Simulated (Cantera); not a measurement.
A closed system holds: 1 mol MgO, 1.3 mol HBr, 31 mol H2, equilibrated at 700 K and 1.00 Torr.

Cantera equilibrium calculation (NASA polynomials, part measured and part estimated; ideal gas, pure solids and liquids). Candidate condensed phases: Br2, H2O, Mg, MgBr2, MgO, Mg(OH)2; 20 gas species. The numbers say what is thermodynamically allowed, not how fast it happens.

Base state: H2 0.960, HBr 0.0402, H2O 2.77e-5, MgBr2 2.77e-5 (mole fractions); condensed: MgO(s).

**Question.** What changes in the equilibrium state with this change: H2 from 31 to 1.9 mol?

**Answer.** 
```csv
species,before,after
H2,0.960,0.595
HBr,0.0402,0.404
H2O,2.77e-5,0.00149
MgBr2,2.77e-5,5.18e-5
"MgO(s), mol",0.999,0.995
"MgBr2(s), mol",0,0.00460
```
